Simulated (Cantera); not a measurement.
A closed system holds: 1 mol SiH₂Cl₂, 0.0067 mol C₃H₈, 19 mol H₂, held at 1773 K and 0.140 bar.

These are equilibrium values from Cantera (NASA tables, ideal gas, pure condensed phases), not measurements of a reactor. Candidate condensed phases: C, C₆H₆, C₇H₈, C₈H₁₈, Si, SiC; 109 gas species. Mutual solubility and eutectic melting of coexisting phases are not modelled. The tables' values for SiCl₃, SiCl are old estimates; treat these amounts as uncertain. Gases not in the tables: Si₂H₆ and higher silanes. Equilibrium is a limit: real reactors are often held back by kinetics, nucleation or transport.

Base state: H₂ 0.919, HCl 0.0649, SiCl₂ 0.0147, H 0.000729, SiCl₃ 0.000212, Cl 3.95e-5, SiCl 3.92e-5, SiH₂ 2.27e-5 (mole fractions); condensed: Si(l) + SiC(s).

### Question
What changes in the equilibrium state with this change: SiH₂Cl₂ replaced by Si(CH₃)₄?

### Answer
```csv
species,before,after
H₂,0.919,0.999
H,0.000729,0.000760
C₂H₂ (acetylene),5.81e-8,0.000140
HCl,0.0649,0
SiCl₂,0.0147,0
SiH₂,2.27e-5,5.24e-7
SiCl₃,0.000212,0
Cl,3.95e-5,0
SiCl,3.92e-5,0
SiHCl₃,1.73e-5,0
"Si(l), mol",0.664,0
"SiC(s), mol",0.0200,1.000
"C(graphite), mol",0,3.01
```

### Question
What changes in the equilibrium state with this change: SiH₂Cl₂ replaced by CH₃SiCl₃?

### Answer
| species | before | after |
|---|---|---|
| H₂ | 0.919 | 0.864 |
| HCl | 0.0649 | 0.133 |
| SiCl₂ | 0.0147 | 0.00140 |
| C₂H₂ (acetylene) | 5.81e-8 | 0.000121 |
| SiH₂ | 2.27e-5 | 4.53e-7 |
| Si | 1.52e-5 | 3.23e-7 |
| CH₄ | 2.12e-6 | 8.82e-5 |
| SiCl | 3.92e-5 | 1.76e-6 |
| Si(l), mol | 0.664 | 0 |
| SiC(s), mol | 0.0200 | 0.968 |
| C(graphite), mol | 0 | 0.0448 |
The feed counts by its element totals alone. The tables' values for SiCl₃ are old estimates; treat these amounts as uncertain.

### Question
What changes in the equilibrium state with this change: SiH₂Cl₂ replaced by (CH₃)₂SiCl₂?

### Answer
| species | before | after |
|---|---|---|
| H₂ | 0.919 | 0.913 |
| HCl | 0.0649 | 0.0856 |
| H | 0.000729 | 0.000726 |
| SiCl₂ | 0.0147 | 0.000549 |
| C₂H₂ (acetylene) | 5.81e-8 | 0.000128 |
| SiH₂ | 2.27e-5 | 4.79e-7 |
| Si | 1.52e-5 | 3.23e-7 |
| Si(l), mol | 0.664 | 0 |
| SiC(s), mol | 0.0200 | 0.987 |
| C(graphite), mol | 0 | 1.02 |
The feed counts by its element totals alone. The tables' values for SiCl₃ are old estimates; treat these amounts as uncertain.
